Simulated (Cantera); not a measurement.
A Cantera script and what it prints.

```python
import numpy as np
import cantera as ct

gas_names = """
    CL CL2 H HCL H2 Si SiCL SiCL2 SiCL3 SiCL4 SiH SiHCL3 SiH2 SiH2CL2 SiH3 SiH3CL SiH4 Si2 Si3
""".split()
cond_names = """
    Si(cr) Si(L)
""".split()


# ... load() reads the species with a 1 bar reference pressure and builds the phases ...
atoms = {
    'Si': {'Si': 1},
    'Cl2': {'CL': 2},
    'H2': {'H': 2},
}
top_T = {}  # K; cautious upper limits of use, not melting points


# ... equilibrate(T, P, feed) seeds the gas with the atoms and calls Mixture.equilibrate('TP', solver="vcs", rtol=1e-11, max_steps=5000) ...
results = []
feed = {'Si': 1, 'Cl2': 2.1, 'H2': 0.21}  # mol
T = 1323  # K
P = 380000  # Pa
mix = equilibrate(T, P, feed)
results.append((T, P, feed, dict(zip(mix.species_names, mix.species_moles))))
x = sorted(zip(gas.X, gas.species_names), reverse=True)
print(f"T = {T:g} K  P = {P:g} Pa  gas = {mix.phase_moles(0):.4g} mol")
print("   x: " + "  ".join(f"{s} {v:.3e}" for v, s in x if v > 0.001))
print("   condensed (mol): " + ("  ".join(f"{mix.phase(i).name} {mix.phase_moles(i):.4g}"
      for i in range(1, mix.n_phases) if mix.phase_moles(i) > 1e-12) or "none"))
```

Output:

```
T = 1323 K  P = 380000 Pa  gas = 1.318 mol
   x: SiCL4 7.336e-01  HCL 1.776e-01  H2 6.379e-02  SiHCL3 1.337e-02  SiCL3 1.073e-02
   condensed (mol): none
```

These are equilibrium values from Cantera (NASA tables, ideal gas, pure condensed phases), not measurements of a reactor. The tables' values for SiCl3 are old estimates; treat these amounts as uncertain.
